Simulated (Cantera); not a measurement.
Cantera with NASA thermochemical tables; ideal gases at 1 bar, condensed phases pure. Values are per mole of reaction as written; species without (g) are pure solids or liquids, kept so even where they would boil at 1 bar.

Between 2073 and 2473 K, where is each reaction favourable under standard conditions?
- NO2(g) + 6 Ti2O3 ⇌ N(g) + 4 Ti3O5


- NO2(g) + 6 Ti2O3 ⇌ N(g) + 4 Ti3O5: ΔG° is -280 kJ at 2073 K and -313 kJ at 2473 K; it stays negative (K > 1). ΔH° is -170 kJ and ΔS° 58 J/K at 2473 K.
